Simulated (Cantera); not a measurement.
A perfectly stirred reactor is fed with CO : H2 : CH4 : O2 : N2 : H2O = 1 : 0.1 : 0.055 : 0.957 : 3.6 : 0.5 (molar parts), equivalence ratio 0.69, at 0.770 atm; it is adiabatic with a 425 K inlet, and is followed from long to short residence time, starting on the burning branch (τ in s: 0.082, 0.03, 0.011, 0.0039, 0.0014, 0.00052, 0.00019, 6.9e-05, 2.5e-05, 9.1e-06, 3.3e-06).

Computed with Cantera and GRI-Mech 3.0 (53 species, 325 reactions).

Question: What does this change do: H2 0.1 to 0.15 parts?

Answer: 
```json
[
 {"quantity": "blow-out, bracketed by the residence times tried", "before": "burning at 0.520 ms, out at 0.190 ms", "after": "burning at 0.190 ms, out at 69.0 µs"},
 {"quantity": "x(CO) at τ = 82.0 ms", "before": "0.00377", "after": "0.00431"},
 {"quantity": "x(H2) at τ = 82.0 ms", "before": "0.000519", "after": "0.000631"},
 {"quantity": "x(CH4) at τ = 82.0 ms", "before": "8.64e-7", "after": "7.67e-7"},
 {"quantity": "x(NO) at τ = 82.0 ms", "before": "0.000163", "after": "0.000227"},
 {"quantity": "x(C2H6) at τ = 82.0 ms", "before": "<1e-12", "after": "<1e-12"},
 {"quantity": "x(CO) at τ = 0.520 ms", "before": "0.0389", "after": "0.0391"},
 {"quantity": "x(H2) at τ = 0.520 ms", "before": "0.00494", "after": "0.00569"},
 {"quantity": "x(CH4) at τ = 0.520 ms", "before": "4.12e-5", "after": "3.63e-5"},
 {"quantity": "x(NO) at τ = 0.520 ms", "before": "1.41e-5", "after": "1.62e-5"},
 {"quantity": "x(C2H6) at τ = 0.520 ms", "before": "1.18e-10", "after": "9.08e-11"}
]
```

Question: What does this change do: 0.13 parts CO2 added?

Answer: 
```tsv
quantity	before	after
blow-out, bracketed by the residence times tried	burning at 0.520 ms, out at 0.190 ms	burning at 0.520 ms, out at 0.190 ms
x(CO) at τ = 82.0 ms	0.00377	0.00378
x(H2) at τ = 82.0 ms	0.000519	0.000476
x(CH4) at τ = 82.0 ms	8.64e-7	9.71e-7
x(NO) at τ = 82.0 ms	0.000163	0.000103
x(C2H6) at τ = 82.0 ms	<1e-12	<1e-12
x(CO) at τ = 0.520 ms	0.0389	0.0404
x(H2) at τ = 0.520 ms	0.00494	0.00455
x(CH4) at τ = 0.520 ms	4.12e-5	4.85e-5
x(NO) at τ = 0.520 ms	1.41e-5	1.11e-5
x(C2H6) at τ = 0.520 ms	1.18e-10	1.83e-10
```
